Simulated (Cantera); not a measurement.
Gas-phase reforming

An isothermal, constant-pressure homogeneous reactor starts with CH₄ : H₂O = 1 : 1.4 (molar parts), at 1775 K and 0.132 atm.

Detailed kinetics in Cantera: GRI-Mech 3.0 (53 species, 325 reactions).

```
t (s)       x CH₄   x H₂O     x HO₂   x C₂H₂     x CH₂
--------  -------  ------  --------  -------  --------
8.00e-5     0.415   0.583    <1e-12  1.71e-7   1.55e-7
0.000274    0.410   0.582    <1e-12  2.86e-5   1.27e-6
0.000936    0.368   0.570  1.52e-12  0.00348   4.91e-6
0.00320     0.230   0.510  2.12e-12   0.0523   3.87e-6
0.0110      0.105   0.446  2.02e-12    0.103   2.41e-6
0.0375     0.0371   0.390  2.45e-12    0.117   1.50e-6
0.128      0.0200   0.311  1.71e-12   0.0939   8.86e-7
0.438      0.0135   0.211    <1e-12   0.0529   4.36e-7
1.50      0.00664   0.129    <1e-12   0.0181   1.65e-7
5.13      0.00180  0.0896    <1e-12  0.00189   3.83e-8
17.5      2.60e-5  0.0837    <1e-12  8.05e-7  5.29e-10
60.0      3.23e-9  0.0837    <1e-12   <1e-12    <1e-12
```
x: mole fraction; the columns are a selection and need not sum to one.

Equilibrium at this temperature and pressure: CH₄ 4.05e-9, H₂O 0.0837, HO₂ <1e-12, C₂H₂ <1e-12, CH₂ <1e-12 (gas phase only).
